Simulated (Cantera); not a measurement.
A perfectly stirred reactor is fed with C3H8 : O2 : N2 = 1 : 7.58 : 28.5 (molar parts), equivalence ratio 0.66, at 255 Torr; it is adiabatic with a 575 K inlet, and is followed from long to short residence time, starting on the burning branch (τ in s: 0.18, 0.058, 0.019, 0.0062, 0.002, 0.00066, 0.00022, 7.1e-05, 2.3e-05, 7.5e-06).

Detailed kinetics in Cantera: GRI-Mech 3.0 (53 species, 325 reactions). GRI-Mech 3.0 was tuned for natural gas; its chemistry of propane as a main component is partial and can be far from experiment.

One state of this run: T (K) = 1926; x C3H8 = 1.89e-6; x O2 = 0.0687; x CH3 = 2.50e-6; x NO2 = 1.66e-8; x NO = 7.67e-5; x OH = 0.00561; x CH2 = 2.18e-7. x: mole fraction; the columns are a selection and need not sum to one.

Task: Which value of τ (s) does it belong to?
A) 0.0020
B) 2.3e-5
C) 0.019
D) 7.1e-5

Result: C, 0.019
